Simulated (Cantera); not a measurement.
An adiabatic, constant-pressure homogeneous reactor starts with CH4 : H2 : O2 : N2 = 1 : 0.16 : 1.09 : 4.12 (molar parts), at 1800 K and 1.10 bar.

Model: GRI-Mech 3.0 (53 species, 325 reactions), integrated in Cantera.

**Question.** Predict: time of steepest temperature rise; temperature at 1.00 s; equilibrium temperature; x(H2) at 1.00 s; x(O2) at 1.00 s; x(NO) at 1.00 s; x(CH2O) at 1.00 s.

**Answer.** 
| Property | Value |
|---|---|
| time of steepest temperature rise | 90.4 µs |
| temperature at 1.00 s | 2742 K |
| equilibrium temperature | 2742 K |
| x(H2) at 1.00 s | 0.142 (gas-phase equilibrium 0.142) |
| x(O2) at 1.00 s | 0.000249 (gas-phase equilibrium 0.000249) |
| x(NO) at 1.00 s | 0.000984 (gas-phase equilibrium 0.000984) |
| x(CH2O) at 1.00 s | 7.45e-9 (gas-phase equilibrium 7.45e-9) |
